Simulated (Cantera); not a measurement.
Input (Python, Cantera) and output of one run.

```python
import numpy as np
import cantera as ct

gas_names = """
    H H2 N NH NH2 NH3 N2 N2H2 N2H4 Si SiH SiH2 SiH3 SiH4 SiN Si2 Si2N Si3
""".split()
cond_names = """
    Si(cr) Si(L) Si3N4(a)
""".split()


# ... load() reads the species with a 1 bar reference pressure and builds the phases ...
atoms = {
    'trisilylamine': {'Si': 3, 'N': 1, 'H': 9},
    'N2': {'N': 2},
    'H2': {'H': 2},
}
top_T = {'Si3N4(a)': 2400}  # K; cautious upper limits of use, not melting points


# ... equilibrate(T, P, feed) seeds the gas with the atoms and calls Mixture.equilibrate('TP', solver="vcs", rtol=1e-11, max_steps=5000) ...
results = []
feed = {'trisilylamine': 1, 'N2': 43, 'H2': 0.26}  # mol
T = 1848  # K
P = 13332.2  # Pa
mix = equilibrate(T, P, feed)
results.append((T, P, feed, dict(zip(mix.species_names, mix.species_moles))))
x = sorted(zip(gas.X, gas.species_names), reverse=True)
print(f"T = {T:g} K  P = {P:g} Pa  gas = {mix.phase_moles(0):.4g} mol")
print("   x: " + "  ".join(f"{s} {v:.3e}" for v, s in x if v > 0.001))
print("   condensed (mol): " + ("  ".join(f"{mix.phase(i).name} {mix.phase_moles(i):.4g}"
      for i in range(1, mix.n_phases) if mix.phase_moles(i) > 1e-12) or "none"))
```

Output:

```
T = 1848 K  P = 13332.2 Pa  gas = 46.27 mol
   x: N2 8.969e-01  H2 1.026e-01
   condensed (mol): Si3N4(a) 0.9997
```

Method: chemical equilibrium by Gibbs-energy minimisation in Cantera with the NASA 1993 tables (ideal gas, pure condensed phases). The feed counts by its element totals alone.
